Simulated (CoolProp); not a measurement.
A single-stage vapour-compression cycle with the fluid: evaporating at 254.15 K (dew point), condensing at 287.15 K (bubble point), superheat 10 K, subcooling 0 K, compressor efficiency 0.7, no pressure losses. The same conditions are run with several fluids, on thermodynamics alone (safety and materials aside).

Computed with CoolProp (reference Helmholtz-energy equation of state of each fluid (R410A: Lemmon 2003; R125: Lemmon 2005; chlorine: Thol 2021; R227EA: Lemmon 2016; R13: Platzer 1990; c-C4F8 (RC318): Platzer 1990)). The equations of Platzer and Polt are older, rougher fits. Blends and air are pseudo-pure fits.

```csv
fluid,cooling COP,pressure ratio,discharge temperature (K),refrigerating effect (kJ/kg),volumetric capacity (kJ/m³)
R410A,4.48,2.95,327.6,202,3050
R125,4.39,2.91,306.3,114,2380
chlorine,4.63,3.03,378.8,251,1580
R227EA,4.54,3.55,297.8,104,754
R13,3.61,2.36,312.8,76.3,5260
c-C4F8 (RC318),4.53,3.79,294.4,94.0,502
```
